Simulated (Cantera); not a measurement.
Input: 1 mol SiH₂Cl₂, a varied amount of C₂H₂, 1.1 mol H₂, equilibrated at 802 °C and 27000 Pa.

These are equilibrium values from Cantera (NASA tables, ideal gas, pure condensed phases), not measurements of a reactor. Candidate condensed phases: C, C₆H₆, C₇H₈, C₈H₁₈, Si, SiC; 109 gas species. Mutual solubility and eutectic melting of coexisting phases are not modelled. The numbers say what is thermodynamically allowed, not how fast it happens.

Q: Which condensed phases are stable at each of these points (n(C₂H₂) (mol)): 0.022, 0.1, 0.19, 0.27, 0.35, 0.43, 0.52?

A: 
| n(C₂H₂) (mol) | condensed phases | Si condensed (%) |
|---|---|---|
| 0.022 | Si(s) + SiC(s) | 48.0 |
| 0.1 | Si(s) + SiC(s) | 48.0 |
| 0.19 | Si(s) + SiC(s) | 48.0 |
| 0.27 | SiC(s) | 53.9 |
| 0.35 | C(graphite) + SiC(s) | 61.8 |
| 0.43 | C(graphite) + SiC(s) | 62.1 |
| 0.52 | C(graphite) + SiC(s) | 62.4 |

From 0.022 mol C₂H₂ to 0.19 mol C₂H₂ the condensed part is Si(s) + SiC(s). At 0.27 mol C₂H₂ the condensed part is SiC(s). From 0.35 mol C₂H₂ to 0.52 mol C₂H₂ the condensed part is C(graphite) + SiC(s).
